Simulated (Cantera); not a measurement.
Thermodynamics of carbothermic reduction, feed CuO + C + H₂

Input: 1 mol CuO, 2 mol C, 0.63 mol H₂, equilibrated at 1775 °C and 10.0 Torr.

Cantera equilibrium calculation (NASA polynomials, part measured and part estimated; ideal gas, pure solids and liquids). Candidate condensed phases: C, C₆H₆, C₇H₈, C₈H₁₈, Cu, CuO, Cu(OH)₂, Cu₂O, H₂O; 113 gas species. Kinetics and transport are ignored.

The x(CO) is 0.379, the x(Cu) is 0.376 and the x(H₂) comes out as 0.234. The x(H) is 0.00938 and the x(Cu₂) comes out as 0.00137. The x(C₂H₂ (acetylene)) is 0.000245 and the n(C(graphite)) is 0.999 mol. The gas amount is 2.639 mol. The log10 activity of Cu(l) (absent) comes out as -0.12.
